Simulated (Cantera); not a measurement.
**Equilibrium for tantalum, niobium, vanadium and zirconium in process gases: Zr + H2O + N2**

Charge: 1 mol Zr, 0.067 mol H2O, 5.2 mol N2, at 0.0970 bar.

These are equilibrium values from Cantera (NASA tables, ideal gas, pure condensed phases), not measurements of a reactor. Candidate condensed phases: H2O, Zr, ZrN, ZrO2; 28 gas species. Mutual solubility and eutectic melting of coexisting phases are not modelled. ZrN: taken at fixed stoichiometry. Condensed phases not in the tables: solid solutions among these carbides, nitrides and lower oxides. Kinetics and transport are ignored.

```json
[
 {"T (K)": "1623", "log p N2": "-1.02", "log p H": "-5.59", "log p H2": "-2.87", "log p ZrO": "<-13", "log p ZrO2": "<-13", "log p Zr": "<-13", "n ZrN(s)": "0.967", "n ZrO2(tetragonal)": "0.0335", "n ZrO2(s)": "0"},
 {"T (K)": "1723", "log p N2": "-1.02", "log p H": "-5.17", "log p H2": "-2.87", "log p ZrO": "-12.74", "log p ZrO2": "<-13", "log p Zr": "<-13", "n ZrN(s)": "0.967", "n ZrO2(tetragonal)": "0.0335", "n ZrO2(s)": "0"},
 {"T (K)": "1823", "log p N2": "-1.02", "log p H": "-4.80", "log p H2": "-2.87", "log p ZrO": "-11.42", "log p ZrO2": "-12.45", "log p Zr": "<-13", "n ZrN(s)": "0.967", "n ZrO2(tetragonal)": "0.0335", "n ZrO2(s)": "0"},
 {"T (K)": "1923", "log p N2": "-1.02", "log p H": "-4.46", "log p H2": "-2.87", "log p ZrO": "-10.24", "log p ZrO2": "-11.29", "log p Zr": "<-13", "n ZrN(s)": "0.967", "n ZrO2(tetragonal)": "0.0335", "n ZrO2(s)": "0"},
 {"T (K)": "2023", "log p N2": "-1.02", "log p H": "-4.16", "log p H2": "-2.88", "log p ZrO": "-9.17", "log p ZrO2": "-10.25", "log p Zr": "-12.57", "n ZrN(s)": "0.967", "n ZrO2(tetragonal)": "0.0335", "n ZrO2(s)": "0"},
 {"T (K)": "2123", "log p N2": "-1.02", "log p H": "-3.89", "log p H2": "-2.89", "log p ZrO": "-8.21", "log p ZrO2": "-9.31", "log p Zr": "-11.41", "n ZrN(s)": "0.967", "n ZrO2(tetragonal)": "0.0335", "n ZrO2(s)": "0"},
 {"T (K)": "2223", "log p N2": "-1.02", "log p H": "-3.65", "log p H2": "-2.91", "log p ZrO": "-7.34", "log p ZrO2": "-8.45", "log p Zr": "-10.35", "n ZrN(s)": "0.967", "n ZrO2(tetragonal)": "0.0335", "n ZrO2(s)": "0"},
 {"T (K)": "2323", "log p N2": "-1.02", "log p H": "-3.43", "log p H2": "-2.93", "log p ZrO": "-6.54", "log p ZrO2": "-7.68", "log p Zr": "-9.38", "n ZrN(s)": "0.967", "n ZrO2(tetragonal)": "0.0335", "n ZrO2(s)": "0"},
 {"T (K)": "2423", "log p N2": "-1.02", "log p H": "-3.24", "log p H2": "-2.97", "log p ZrO": "-5.81", "log p ZrO2": "-6.96", "log p Zr": "-8.50", "n ZrN(s)": "0.966", "n ZrO2(tetragonal)": "0.0334", "n ZrO2(s)": "0"},
 {"T (K)": "2523", "log p N2": "-1.02", "log p H": "-3.07", "log p H2": "-3.03", "log p ZrO": "-5.15", "log p ZrO2": "-6.31", "log p Zr": "-7.68", "n ZrN(s)": "0.966", "n ZrO2(tetragonal)": "0.0333", "n ZrO2(s)": "0"},
 {"T (K)": "2623", "log p N2": "-1.02", "log p H": "-2.93", "log p H2": "-3.12", "log p ZrO": "-4.53", "log p ZrO2": "-5.70", "log p Zr": "-6.93", "n ZrN(s)": "0.966", "n ZrO2(tetragonal)": "0", "n ZrO2(s)": "0.0326"},
 {"T (K)": "2723", "log p N2": "-1.02", "log p H": "-2.82", "log p H2": "-3.23", "log p ZrO": "-3.96", "log p ZrO2": "-5.15", "log p Zr": "-6.24", "n ZrN(s)": "0.964", "n ZrO2(tetragonal)": "0", "n ZrO2(s)": "0.0304"},
 {"T (K)": "2823", "log p N2": "-1.03", "log p H": "-2.74", "log p H2": "-3.37", "log p ZrO": "-3.43", "log p ZrO2": "-4.63", "log p Zr": "-5.59", "n ZrN(s)": "0.957", "n ZrO2(tetragonal)": "0", "n ZrO2(s)": "0.0230"}
]
```
log p: log10 of the partial pressure in bar; n: condensed amount in mol.

From 1623 K to 2523 K the condensed part is ZrN(s) + ZrO2(tetragonal). From 2623 K to 2823 K the condensed part is ZrN(s) + ZrO2(s).
